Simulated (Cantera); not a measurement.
Feed: 1 mol Nb, 0.57 mol H2O, at 1623.15 K and 17.0 Pa.

Equilibrium computed with Cantera from the NASA thermochemical tables; the gas is ideal and each condensed phase is pure. Candidate condensed phases: H2O, Nb, NbO, NbO2, Nb2O5; 12 gas species. Mutual solubility and eutectic melting of coexisting phases are not modelled. NbO: taken at fixed stoichiometry. Condensed phases not in the tables: N, O or C dissolved in the metal. The numbers say what is thermodynamically allowed, not how fast it happens.

Base state: H2 0.995, H 0.00529, H2O 0.000162 (mole fractions); condensed: Nb(s) + NbO(s).

Q: What changes in the equilibrium state with this change: Nb replaced by Ta(OEt)5?

A: 
```tsv
species	before	after
H2	0.995	0.697
CO	0	0.298
H	0.00529	0.00443
C2H2 (acetylene)	0	2.43e-5
H2O	0.000162	2.67e-8
Nb(s), mol	0.430	0
NbO(s), mol	0.570	0
C(graphite), mol	0	3.43
TaC(s), mol	0	1.00
```
The feed counts by its element totals alone. TaC: taken at fixed stoichiometry. Condensed phases not in the tables: Ta2C. Further candidate phases: C, C6H6, C7H8, C8H18, Ta, TaC, Ta2O5.

Q: What changes in the equilibrium state with this change: pressure from 17.0 Pa to 2.70 bar?

A: 
```tsv
species	before	after
H2	0.995	1.000
H2O	0.000162	0.000162
H	0.00529	4.21e-5
Nb(s), mol	0.430	0.430
NbO(s), mol	0.570	0.570
```

Q: What changes in the equilibrium state with this change: Nb replaced by Ta?

A: 
```tsv
species	before	after
H2	0.995	0.994
H	0.00529	0.00529
H2O	0.000162	0.000233
Nb(s), mol	0.430	0
NbO(s), mol	0.570	0
Ta(s), mol	0	0.772
Ta2O5(s), mol	0	0.114
```
Further candidate phases: Ta, Ta2O5.
